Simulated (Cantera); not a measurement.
Charge: 1 mol Al, 0.41 mol I2, 0.046 mol N2, at 1.10 bar.

Cantera equilibrium calculation (NASA polynomials, part measured and part estimated; ideal gas, pure solids and liquids). Candidate condensed phases: Al, AlI3, AlN, I2; 10 gas species. Mutual solubility and eutectic melting of coexisting phases are not modelled. Kinetics and transport are ignored. All values below are at 1373 K.

Base state: AlI 0.633, AlI3 0.366, I 0.000855, Al2I6 8.47e-5 (mole fractions); condensed: Al(l) + AlN(s).

Task: What changes in the equilibrium state with this change: 0.00092 mol H2O added?

Result: 
| species | before | after |
|---|---|---|
| AlI | 0.633 | 0.632 |
| AlI3 | 0.366 | 0.365 |
| H2 | 0 | 0.00182 |
| HI | 0 | 0.000238 |
| Al2I6 | 8.47e-5 | 8.41e-5 |
| Al(l), mol | 0.435 | 0.434 |
| AlN(s), mol | 0.0920 | 0.0920 |
| Al2O3(s), mol | 0 | 0.000307 |
Further candidate phases: Al2O3, H2O.
